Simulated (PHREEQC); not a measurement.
A solution holds 14.5 mmol/kgw HBr, at 25 °C and 300 atm. It is in equilibrium with CO2 at log p = 0 (atm). Otherwise closed; pH follows from the charge balance.

Equilibrium calculation in PHREEQC: ion-association model, phreeqc.dat.

This is a speciation only: nothing precipitates in the calculation.

Question: Predict the pH, specific conductance.

Answer: pH 1.88; specific conductance 5700 µS/cm.

Under pressure, the constants of complexes without a molar volume in the database are unreliable.
